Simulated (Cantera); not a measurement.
# Ignition delay

Mixture: CH₄ : C₂H₆ : C₃H₈ : O₂ : N₂ = 0.7 : 0.19 : 0.049 : 4.93 : 14.8 (molar parts), equivalence ratio 0.47, at 27000 Torr, adiabatic and at constant pressure. Ignition delay is the time to a rise of 400 K.

Model: GRI-Mech 3.0 (53 species, 325 reactions), integrated in Cantera. The pressure lies above the range GRI-Mech 3.0 was tuned for (to about 10 atm).

```tsv
T0 (K)	delay (ms)
1223	0.271
1273	0.140
1323	0.0754
1373	0.0427
1423	0.0253
1473	0.0157
1523	0.0101
1573	0.00671
1623	0.00461
1673	0.00327
```

The apparent activation energy between 1573 and 1673 K comes out as 160 kJ/mol.
